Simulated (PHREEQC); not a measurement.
A solution holds 0.13 mol/kgw CuSO4, 0.024 mol/kgw H2SO4 and 0.00067 mol/kgw FeCl3, at 58 °C. Closed to the air; pH follows from the charge balance.

The numbers come from PHREEQC with the ion-association model, wateq4f.dat.

This is a speciation only: nothing precipitates in the calculation.

### Question
Order these Fe species by the share of Fe that they hold, largest first: Fe(SO4)2-, FeOH+2, Fe+3, FeHSO4+2, FeSO4+.

### Answer
FeSO4+ (68 %), Fe(SO4)2- (22 %), FeHSO4+2 (4.8 %), FeOH+2 (2.9 %), Fe+3 (1.7 %)

The pH is 2.06 and the ionic strength 0.275 mol/kgw. Saturation is exceeded, for instance for Hematite (slow to form), Goethite (slow to form); the values hold only as long as no solid forms. Species that the database lacks are ignored. Away from 25 °C the constants follow the database's enthalpies or fits; those with neither stay at their 25 °C values.
